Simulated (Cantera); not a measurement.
Cantera run:

```python
import numpy as np
import cantera as ct

gas_names = [...]  # 115 gases of nasa_gas.yaml made of C, Ca, H, O
cond_names = """
    C(gr) C6H6(L) C7H8(L) C8H18(L),n-octa Ca(a) Ca(b) Ca(L) CaCO3(caL) CaO(s) CaO(L) CaO2H2(s) H2O(s)
    H2O(L)
""".split()


# ... load() reads the species with a 1 bar reference pressure and builds the phases ...
atoms = {
    'Ca(OH)2': {'Ca': 1, 'O': 2, 'H': 2},
    'H2O': {'H': 2, 'O': 1},
    'CO2': {'C': 1, 'O': 2},
}
top_T = {'C(gr)': 4500}  # K; cautious upper limits of use, not melting points


# ... equilibrate(T, P, feed) seeds the gas with the atoms and calls Mixture.equilibrate('TP', solver="vcs", rtol=1e-11, max_steps=5000) ...
results = []
T = 1898  # K
P = 100000  # Pa
for m in [0.011, 0.023, 0.048, 0.099, 0.21, 0.43, 0.9, 1.9, 3.9]:
    feed = {'Ca(OH)2': 1, 'H2O': 0.21, 'CO2': m}  # mol
    mix = equilibrate(T, P, feed)
    results.append((T, P, feed, dict(zip(mix.species_names, mix.species_moles))))

top = {s: max(r[3][s] / sum(r[3][g] for g in gas_names) for r in results) for s in gas_names}
cols = sorted((s for s in top if top[s] > 1e-05), key=lambda s: -top[s])[:9]
seen = [c for c in cond_names if any(r[3].get(c, 0) > 1e-12 for r in results)]
print("log10 of partial pressures in bar; condensed amounts in mol")
print(f"{'n(CO2)':>10s}" + "".join(f"{s[:9]:>10s}" for s in cols + seen))
for T, P, feed, n in results:
    ng = sum(n[g] for g in gas_names)
    print(f"{feed['CO2']:10.4g}" + "".join(f"{np.log10(max(n[s] / ng * P / 1e5, 1e-99)):10.3f}" for s in cols)
          + "".join(f"{n.get(c, 0):10.4g}" for c in seen))
```

Output:

```
log10 of partial pressures in bar; condensed amounts in mol
    n(CO2)       H2O       CO2        CO        O2        H2        OH         H    CaO2H2         O    CaO(s)
     0.011    -0.007    -2.052    -3.902    -2.838    -2.480    -2.961    -4.347    -4.362    -4.952    0.9999
     0.023    -0.011    -1.736    -3.591    -2.829    -2.489    -2.961    -4.351    -4.366    -4.947    0.9999
     0.048    -0.020    -1.425    -3.289    -2.811    -2.507    -2.960    -4.360    -4.375    -4.938    0.9999
     0.099    -0.037    -1.128    -3.008    -2.779    -2.540    -2.961    -4.377    -4.392    -4.922    0.9999
      0.21    -0.072    -0.836    -2.743    -2.725    -2.602    -2.965    -4.408    -4.427    -4.895    0.9999
      0.43    -0.135    -0.588    -2.529    -2.655    -2.700    -2.979    -4.457    -4.490    -4.860    0.9999
       0.9    -0.244    -0.376    -2.357    -2.575    -2.849    -3.014    -4.532    -4.599    -4.820    0.9999
       1.9    -0.413    -0.220    -2.237    -2.504    -3.053    -3.081    -4.634    -4.768    -4.785    0.9999
       3.9    -0.629    -0.123    -2.164    -2.455    -3.294    -3.176    -4.754    -4.984    -4.760    0.9999
```

Method: chemical equilibrium by Gibbs-energy minimisation in Cantera with the NASA 1993 tables (ideal gas, pure condensed phases).
